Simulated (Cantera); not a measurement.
An isothermal, constant-pressure homogeneous reactor starts with 25.4 % H₂, 14.9 % O₂, 59.7 % N₂, at 1400 K and 750 Torr.

Computed with Cantera and the H2/O2 subset of GRI-Mech 3.0, which has no nitrogen chemistry. The temperature is held fixed by assumption; the heat of reaction is taken as removed at once.

x: mole fraction; the columns are a selection and need not sum to one.

```json
[
 {"t (s)": "1.00e-6", "x H₂": "0.254", "x O₂": "0.149", "x H₂O₂": "2.31e-10", "x H₂O": "2.31e-8", "x H": "7.82e-8", "x HO₂": "6.76e-8", "x OH": "7.80e-9"},
 {"t (s)": "4.33e-6", "x H₂": "0.254", "x O₂": "0.149", "x H₂O₂": "4.46e-9", "x H₂O": "1.81e-6", "x H": "1.74e-6", "x HO₂": "3.63e-7", "x OH": "2.09e-7"},
 {"t (s)": "1.87e-5", "x H₂": "0.149", "x O₂": "0.104", "x H₂O₂": "3.23e-6", "x H₂O": "0.0758", "x H": "0.0545", "x HO₂": "5.76e-5", "x OH": "0.00672"},
 {"t (s)": "8.11e-5", "x H₂": "0.0120", "x O₂": "0.0309", "x H₂O₂": "4.76e-6", "x H₂O": "0.269", "x H": "0.00726", "x HO₂": "3.32e-5", "x OH": "0.00388"},
 {"t (s)": "0.000351", "x H₂": "0.00108", "x O₂": "0.0259", "x H₂O₂": "1.25e-6", "x H₂O": "0.289", "x H": "0.000141", "x HO₂": "1.26e-5", "x OH": "0.000929"},
 {"t (s)": "0.00152", "x H₂": "?", "x O₂": "0.0256", "x H₂O₂": "?", "x H₂O": "0.290", "x H": "?", "x HO₂": "?", "x OH": "?"},
 {"t (s)": "0.00658", "x H₂": "?", "x O₂": "0.0256", "x H₂O₂": "?", "x H₂O": "0.291", "x H": "?", "x HO₂": "?", "x OH": "?"},
 {"t (s)": "0.0285", "x H₂": "1.33e-6", "x O₂": "0.0256", "x H₂O₂": "8.46e-9", "x H₂O": "0.291", "x H": "9.20e-9", "x HO₂": "4.08e-8", "x OH": "4.06e-5"},
 {"t (s)": "0.123", "x H₂": "8.30e-7", "x O₂": "0.0256", "x H₂O₂": "5.24e-9", "x H₂O": "0.291", "x H": "4.49e-9", "x HO₂": "3.19e-8", "x OH": "3.12e-5"},
 {"t (s)": "0.534", "x H₂": "8.25e-7", "x O₂": "0.0256", "x H₂O₂": "5.20e-9", "x H₂O": "0.291", "x H": "4.45e-9", "x HO₂": "3.18e-8", "x OH": "3.11e-5"},
 {"t (s)": "2.31", "x H₂": "8.25e-7", "x O₂": "0.0256", "x H₂O₂": "5.20e-9", "x H₂O": "0.291", "x H": "4.45e-9", "x HO₂": "3.18e-8", "x OH": "3.11e-5"},
 {"t (s)": "10.0", "x H₂": "8.25e-7", "x O₂": "0.0256", "x H₂O₂": "5.20e-9", "x H₂O": "0.291", "x H": "4.45e-9", "x HO₂": "3.18e-8", "x OH": "3.11e-5"}
]
```

### Question
Complete the blanks.

### Answer

- 0.00152, x H₂: 6.71e-5
- 0.00152, x H₂O₂: 1.97e-7
- 0.00152, x H: 2.38e-6
- 0.00152, x HO₂: 1.35e-6
- 0.00152, x OH: 0.000245
- 0.00658, x H₂: 6.33e-6
- 0.00658, x H₂O₂: 3.32e-8
- 0.00658, x H: 8.68e-8
- 0.00658, x HO₂: 1.49e-7
- 0.00658, x OH: 8.59e-5
